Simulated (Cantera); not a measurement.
Charge: 1 mol SiF4, 2.7 mol N2O, 2 mol H2, 3.1 mol O3, held at 0.830 bar.

Cantera equilibrium calculation (NASA polynomials, part measured and part estimated; ideal gas, pure solids and liquids). Candidate condensed phases: H2O, Si, SiO2, Si2N2O, Si3N4; 58 gas species. Equilibrium is a limit: real reactors are often held back by kinetics, nucleation or transport. All values below are at 1075 K.

Base state: O2 0.451, N2 0.243, HF 0.143, H2O 0.109, SiF4 0.0543, NO 5.48e-5 (mole fractions); condensed: SiO2(β-quartz).

Problem. What changes in the equilibrium state with this change: pressure from 0.830 bar to 13.3 mbar?

Solution. 
```json
[
 {"species": "O2", "before": "0.451", "after": "0.439"},
 {"species": "HF", "before": "0.143", "after": "0.241"},
 {"species": "N2", "before": "0.243", "after": "0.237"},
 {"species": "H2O", "before": "0.109", "after": "0.0550"},
 {"species": "SiF4", "before": "0.0543", "after": "0.0275"},
 {"species": "NO", "before": "5.48e-5", "after": "5.34e-5"},
 {"species": "SiO2(β-quartz), mol", "before": "0.397", "after": "0.687"}
]
```
